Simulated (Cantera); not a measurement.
A perfectly stirred reactor is fed with NH3 : N2 = 1 : 0.41 (molar parts), at 12.8 Torr; it is held at 2100 K, and followed from long to short residence time.

Cantera simulation using the gas-phase N/H chemistry of the illustrative SiF4/NH3 mechanism in the Surface Chemkin manual (1991); the numbers are that mechanism's predictions, not measurements. Walls and surfaces, which speed up NH3 decomposition in real reactors, are not modelled.

x: mole fraction; the columns are a selection and need not sum to one.

```
τ (s)     x NH3       x N       x H      x H2   x N2H2    x N2H4     x NH2
-------  ------  --------  --------  --------  -------  --------  --------
23       0.0104   2.93e-6   0.00214     0.611  9.08e-8  4.34e-11  0.000109
5.0      0.0495   2.82e-6   0.00120     0.578  4.90e-7  3.48e-10  0.000309
1.1       0.169   2.90e-6  0.000686     0.473  2.14e-6   1.95e-9  0.000732
0.23      0.414         ?  0.000293     0.257  6.83e-6   7.18e-9   0.00140
0.050     0.616         ?   9.00e-5    0.0804  1.16e-5   1.43e-8   0.00198
0.011     0.689         ?   2.08e-5    0.0165  1.11e-5   1.69e-8   0.00216
0.0023    0.706         ?   3.06e-6   0.00173  3.73e-6   6.65e-9   0.00135
0.00049   0.709         ?   1.14e-6  0.000186  1.89e-7  4.40e-10  0.000348
0.00011   0.709  4.21e-11   1.05e-6   3.87e-5  6.79e-9  2.17e-11   7.81e-5
```

Q: What belongs in the gaps?

A: 
- 0.23, x N: 2.42e-6
- 0.050, x N: 1.16e-6
- 0.011, x N: 2.45e-7
- 0.0023, x N: 2.57e-8
- 0.00049, x N: 2.28e-9
